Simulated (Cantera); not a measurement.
# NO annealing gas

An isothermal, constant-pressure homogeneous reactor starts with NO : N₂ = 1 : 0.11 (molar parts), at 1950 K and 0.0120 bar.

Model: GRI-Mech 3.0 (53 species, 325 reactions), integrated in Cantera. Radical loss at walls, strong at low pressure, is not modelled.

```json
[
 {"t (s)": "0.00100", "x NO": "0.901", "x O₂": "5.03e-8", "x N₂": "0.0991", "x N₂O": "7.71e-6", "x NO₂": "4.52e-8", "x O": "7.83e-6"},
 {"t (s)": "0.00181", "x NO": "0.901", "x O₂": "1.66e-7", "x N₂": "0.0991", "x N₂O": "1.38e-5", "x NO₂": "1.44e-7", "x O": "1.42e-5"},
 {"t (s)": "0.00327", "x NO": "0.901", "x O₂": "5.46e-7", "x N₂": "0.0991", "x N₂O": "2.46e-5", "x NO₂": "4.43e-7", "x O": "2.59e-5"},
 {"t (s)": "0.00591", "x NO": "0.901", "x O₂": "1.83e-6", "x N₂": "0.0991", "x N₂O": "4.33e-5", "x NO₂": "1.31e-6", "x O": "4.75e-5"},
 {"t (s)": "0.0107", "x NO": "0.901", "x O₂": "6.31e-6", "x N₂": "0.0991", "x N₂O": "7.43e-5", "x NO₂": "3.55e-6", "x O": "8.78e-5"},
 {"t (s)": "0.0193", "x NO": "0.901", "x O₂": "2.28e-5", "x N₂": "0.0991", "x N₂O": "0.000122", "x NO₂": "8.28e-6", "x O": "0.000163"},
 {"t (s)": "0.0350", "x NO": "0.900", "x O₂": "8.58e-5", "x N₂": "0.0992", "x N₂O": "0.000186", "x NO₂": "1.52e-5", "x O": "0.000296"},
 {"t (s)": "0.0632", "x NO": "0.899", "x O₂": "0.000308", "x N₂": "0.0995", "x N₂O": "0.000244", "x NO₂": "2.15e-5", "x O": "0.000486"},
 {"t (s)": "0.114", "x NO": "0.898", "x O₂": "0.000944", "x N₂": "0.100", "x N₂O": "0.000267", "x NO₂": "2.56e-5", "x O": "0.000658"},
 {"t (s)": "0.207", "x NO": "0.895", "x O₂": "0.00236", "x N₂": "0.102", "x N₂O": "0.000260", "x NO₂": "2.85e-5", "x O": "0.000738"},
 {"t (s)": "0.374", "x NO": "0.889", "x O₂": "0.00505", "x N₂": "0.104", "x N₂O": "0.000252", "x NO₂": "3.25e-5", "x O": "0.000777"},
 {"t (s)": "0.676", "x NO": "0.879", "x O₂": "0.0100", "x N₂": "0.109", "x N₂O": "0.000241", "x NO₂": "3.90e-5", "x O": "0.000835"},
 {"t (s)": "1.22", "x NO": "0.861", "x O₂": "0.0193", "x N₂": "0.119", "x N₂O": "0.000222", "x NO₂": "4.93e-5", "x O": "0.000931"},
 {"t (s)": "2.21", "x NO": "0.826", "x O₂": "0.0367", "x N₂": "0.136", "x N₂O": "0.000194", "x NO₂": "6.41e-5", "x O": "0.00108"},
 {"t (s)": "4.00", "x NO": "0.760", "x O₂": "0.0693", "x N₂": "0.169", "x N₂O": "0.000152", "x NO₂": "8.24e-5", "x O": "0.00131"}
]
```
x: mole fraction; the columns are a selection and need not sum to one.

Equilibrium at this temperature and pressure: NO 0.00808, O₂ 0.444, N₂ 0.545, N₂O 4.15e-8, NO₂ 2.42e-6, O 0.00276 (gas phase only).
